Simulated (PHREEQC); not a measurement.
HCl is added in steps, without added water, to 1 kg of water holding 0.041 mol/kgw TMAH and 3.4e-06 mol/kgw CO2, at 60 °C. Oxygen is held at 0.21 atm. CO2 from the air is kept out. Nothing may precipitate in this run.

Base run: PHREEQC, ion-association model, phreeqc.dat. Each further column changes one thing. The table gives HCO3- (mol/kgw).

```json
[
 {"HCl added (mol)": "0", "base": "7.64e-8", "Davies equation for every ion": "7.36e-8", "all activity coefficients set to 1": "1.08e-7", "Debye-Hückel limiting law": "6.56e-8", "metal-ligand complexes left out": "7.64e-8"},
 {"HCl added (mol)": "0.0047", "base": "8.61e-8", "Davies equation for every ion": "8.29e-8", "all activity coefficients set to 1": "1.21e-7", "Debye-Hückel limiting law": "7.40e-8", "metal-ligand complexes left out": "8.61e-8"},
 {"HCl added (mol)": "0.0094", "base": "9.85e-8", "Davies equation for every ion": "9.49e-8", "all activity coefficients set to 1": "1.39e-7", "Debye-Hückel limiting law": "8.47e-8", "metal-ligand complexes left out": "9.85e-8"},
 {"HCl added (mol)": "0.0141", "base": "1.15e-7", "Davies equation for every ion": "1.11e-7", "all activity coefficients set to 1": "1.62e-7", "Debye-Hückel limiting law": "9.91e-8", "metal-ligand complexes left out": "1.15e-7"},
 {"HCl added (mol)": "0.0188", "base": "1.39e-7", "Davies equation for every ion": "1.33e-7", "all activity coefficients set to 1": "1.94e-7", "Debye-Hückel limiting law": "1.19e-7", "metal-ligand complexes left out": "1.39e-7"},
 {"HCl added (mol)": "0.0235", "base": "1.74e-7", "Davies equation for every ion": "1.68e-7", "all activity coefficients set to 1": "2.42e-7", "Debye-Hückel limiting law": "1.50e-7", "metal-ligand complexes left out": "1.74e-7"},
 {"HCl added (mol)": "0.0282", "base": "2.33e-7", "Davies equation for every ion": "2.25e-7", "all activity coefficients set to 1": "3.23e-7", "Debye-Hückel limiting law": "2.02e-7", "metal-ligand complexes left out": "2.33e-7"},
 {"HCl added (mol)": "0.0329", "base": "3.55e-7", "Davies equation for every ion": "3.43e-7", "all activity coefficients set to 1": "4.84e-7", "Debye-Hückel limiting law": "3.08e-7", "metal-ligand complexes left out": "3.55e-7"},
 {"HCl added (mol)": "0.0376", "base": "7.39e-7", "Davies equation for every ion": "7.17e-7", "all activity coefficients set to 1": "9.63e-7", "Debye-Hückel limiting law": "6.53e-7", "metal-ligand complexes left out": "7.39e-7"},
 {"HCl added (mol)": "0.0423", "base": "1.91e-9", "Davies equation for every ion": "2.01e-9", "all activity coefficients set to 1": "1.34e-9", "Debye-Hückel limiting law": "2.24e-9", "metal-ligand complexes left out": "1.91e-9"},
 {"HCl added (mol)": "0.047", "base": "4.20e-10", "Davies equation for every ion": "4.43e-10", "all activity coefficients set to 1": "2.90e-10", "Debye-Hückel limiting law": "5.00e-10", "metal-ligand complexes left out": "4.20e-10"}
]
```

(CH3)4N+ isn't in the database: it is added as a free cation with an ion size of 4 Å. Constants without temperature data keep their 25 °C values here.
